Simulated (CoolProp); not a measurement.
Sulfur hexafluoride along the isotherm 258.1 K: fugacity coefficient from the reference equation and from simpler models built on Tc = 318.7 K, pc = 3.755 MPa, ω = 0.210; each cubic takes its own stable root.

Computed with CoolProp (reference Helmholtz-energy equation of state, Guder 2009).

```
p (MPa)   phase  reference  van der Waals  Redlich-Kwong  Soave-Redlich-Kwong  Peng-Robinson
-------  ------  ---------  -------------  -------------  -------------------  -------------
0.00594     gas     0.9990         0.9992         0.9990               0.9990         0.9989
0.01        gas     0.9982         0.9987         0.9984               0.9983         0.9981
0.0169      gas     0.9970         0.9978         0.9972               0.9971         0.9968
0.0285      gas     0.9950         0.9963         0.9953               0.9950         0.9947
0.0482      gas     0.9915         0.9937         0.9921               0.9916         0.9910
0.0813      gas     0.9857         0.9894         0.9867               0.9859         0.9849
0.137       gas     0.9759         0.9822         0.9775               0.9762         0.9746
0.231       gas     0.9593         0.9700         0.9622               0.9599         0.9572
0.391       gas     0.9311         0.9492         0.9361               0.9323         0.9279
0.659       gas     0.8836         0.9143         0.8927               0.8862         0.8791
1.11     liquid     0.6305         0.8553         0.7618               0.6441         0.6305
1.88     liquid     0.3841         0.6630         0.4658               0.3933         0.3835
```

At some of these states van der Waals gives the other phase, because its saturation line lies elsewhere.
